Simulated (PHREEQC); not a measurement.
Make-up at 25 °C: 0.18 mol/kgw HF, 0.014 mol/kgw NaF and 0.26 mol/kgw H3PO4. Closed to the air; pH follows from the charge balance.

All values are PHREEQC results (ion-association model, wateq4f.dat), not measurements.

This is a speciation only: nothing precipitates in the calculation.

Q: Predict the pH, activity of water, ionic strength.

A: pH 1.46; activity of water 0.992; ionic strength 0.0547 mol/kgw.

Q: In which forms is F present?

A: HF 60 %, H2F2 37 %, F- 1.5 %, HF2- 1.3 % of the F.

Species that the database lacks are ignored. wateq4f.dat counts part of the HF as a dimer, H2F2, which phreeqc.dat doesn't know; its constant is uncertain. H3PO4, which wateq4f.dat lacks, is added to it with the constant of phreeqc.dat.
